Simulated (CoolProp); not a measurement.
R22 along the isobar 0.621 MPa: density (kg/m³) from the reference equation and from simpler models built on Tc = 369.3 K, pc = 4.990 MPa, ω = 0.221; each cubic takes its own stable root.

Model: reference Helmholtz-energy equation of state, Kamei 1995, in CoolProp.

```json
[
 {"T (K)": "302.3", "phase": "gas", "reference": "23.52", "ideal gas": "21.36", "van der Waals": "22.80", "Redlich-Kwong": "23.21", "Soave-Redlich-Kwong": "23.34"},
 {"T (K)": "308", "phase": "gas", "reference": "22.93", "ideal gas": "20.97", "van der Waals": "22.31", "Redlich-Kwong": "22.67", "Soave-Redlich-Kwong": "22.79"},
 {"T (K)": "313.7", "phase": "gas", "reference": "22.37", "ideal gas": "20.59", "van der Waals": "21.84", "Redlich-Kwong": "22.16", "Soave-Redlich-Kwong": "22.26"},
 {"T (K)": "319.4", "phase": "gas", "reference": "21.85", "ideal gas": "20.22", "van der Waals": "21.39", "Redlich-Kwong": "21.68", "Soave-Redlich-Kwong": "21.76"},
 {"T (K)": "325.2", "phase": "gas", "reference": "21.35", "ideal gas": "19.86", "van der Waals": "20.96", "Redlich-Kwong": "21.21", "Soave-Redlich-Kwong": "21.28"},
 {"T (K)": "330.9", "phase": "gas", "reference": "20.89", "ideal gas": "19.52", "van der Waals": "20.55", "Redlich-Kwong": "20.78", "Soave-Redlich-Kwong": "20.83"},
 {"T (K)": "336.6", "phase": "gas", "reference": "20.45", "ideal gas": "19.19", "van der Waals": "20.16", "Redlich-Kwong": "20.36", "Soave-Redlich-Kwong": "20.40"},
 {"T (K)": "342.3", "phase": "gas", "reference": "20.03", "ideal gas": "18.87", "van der Waals": "19.78", "Redlich-Kwong": "19.96", "Soave-Redlich-Kwong": "19.99"},
 {"T (K)": "348", "phase": "gas", "reference": "19.63", "ideal gas": "18.56", "van der Waals": "19.42", "Redlich-Kwong": "19.58", "Soave-Redlich-Kwong": "19.60"},
 {"T (K)": "353.8", "phase": "gas", "reference": "19.24", "ideal gas": "18.25", "van der Waals": "19.06", "Redlich-Kwong": "19.21", "Soave-Redlich-Kwong": "19.22"},
 {"T (K)": "359.5", "phase": "gas", "reference": "18.88", "ideal gas": "17.96", "van der Waals": "18.73", "Redlich-Kwong": "18.86", "Soave-Redlich-Kwong": "18.87"}
]
```
